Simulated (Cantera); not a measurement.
Cantera run:

```python
import numpy as np
import cantera as ct

gas_names = """
    C CN CO CO2 C2 CCN CNC C2N2 C2O C3 C3O2 C4 C4N2 C5 N NCO NO NO2 NO3 N2 N2O O O2 O3 Si SiC SiC2 SiN
    SiO SiO2 Si2 Si2C Si2N Si3
""".split()
cond_names = """
    C(gr) Si(cr) Si(L) SiC(b) SiO2(Lqz) SiO2(hqz) SiO2(L) Si2N2O(s) Si3N4(a)
""".split()


# ... load() reads the species with a 1 bar reference pressure and builds the phases ...
atoms = {
    'SiC': {'Si': 1, 'C': 1},
    'O2': {'O': 2},
    'N2': {'N': 2},
}
top_T = {'C(gr)': 4500, 'SiC(b)': 3050, 'Si2N2O(s)': 2100, 'Si3N4(a)': 2400}  # K; cautious upper limits of use, not melting points


# ... equilibrate(T, P, feed) seeds the gas with the atoms and calls Mixture.equilibrate('TP', solver="vcs", rtol=1e-11, max_steps=5000) ...
results = []
feed = {'SiC': 1, 'O2': 1.3, 'N2': 1.6}  # mol
P = 500000  # Pa
for T in [1625, 1675, 1725, 1775, 1825, 1875, 1925, 1975, 2025]:
    mix = equilibrate(T, P, feed)
    results.append((T, P, feed, dict(zip(mix.species_names, mix.species_moles))))

top = {s: max(r[3][s] / sum(r[3][g] for g in gas_names) for r in results) for s in gas_names}
cols = sorted((s for s in top if top[s] > 0.001), key=lambda s: -top[s])[:6]
seen = [c for c in cond_names if any(r[3].get(c, 0) > 1e-12 for r in results)]
print("log10 of partial pressures in bar; condensed amounts in mol")
print(f"{'T/K':>10s}" + "".join(f"{s[:9]:>10s}" for s in cols + seen))
for T, P, feed, n in results:
    ng = sum(n[g] for g in gas_names)
    print(f"{T:10.4g}" + "".join(f"{np.log10(max(n[s] / ng * P / 1e5, 1e-99)):10.3f}" for s in cols)
          + "".join(f"{n.get(c, 0):10.4g}" for c in seen))
```

It prints:

```
log10 of partial pressures in bar; condensed amounts in mol
       T/K        N2        CO       SiO     C(gr) SiO2(hqz)   SiO2(L) Si2N2O(s)
      1625     0.489     0.282    -4.476   0.07529    0.7832         0    0.1084
      1675     0.473     0.307    -3.992         0     0.733         0    0.1335
      1725     0.473     0.307    -3.544         0         0     0.733    0.1334
      1775     0.473     0.307    -3.123         0         0    0.7329    0.1334
      1825     0.473     0.306    -2.725         0         0    0.7327    0.1332
      1875     0.473     0.306    -2.350         0         0    0.7323    0.1328
      1925     0.472     0.306    -1.995         0         0    0.7313    0.1318
      1975     0.472     0.304    -1.659         0         0    0.7294    0.1299
      2025     0.470     0.301    -1.340         0         0    0.7254    0.1259
```

Equilibrium computed with Cantera from the NASA thermochemical tables; the gas is ideal and each condensed phase is pure. Mutual solubility and eutectic melting of coexisting phases are not modelled. The tables hold silica as quartz up to 1696 K and as liquid above; real silica turns to tridymite and cristobalite and melts near 1996 K.
